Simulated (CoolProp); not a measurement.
A Linde-Hampson liquefier for oxygen: isothermal reversible compression at 280 K from 1 atm to 10 MPa, throttling to 1 atm, return gas leaving the recuperator 2 K below the feed. Each further row changes one setting.

Model: reference Helmholtz-energy equation of state, Schmidt 1985, in CoolProp.

```csv
case,liquid yield per pass,compression work (kJ/kg of gas)
as stated,0.065,328
high pressure 20 MPa,0.124,375
warm-end temperature 310 K,0.048,366
warm-end gap 7 K,0.054,328
```

Above 300 K oxygen's equation is extrapolated.
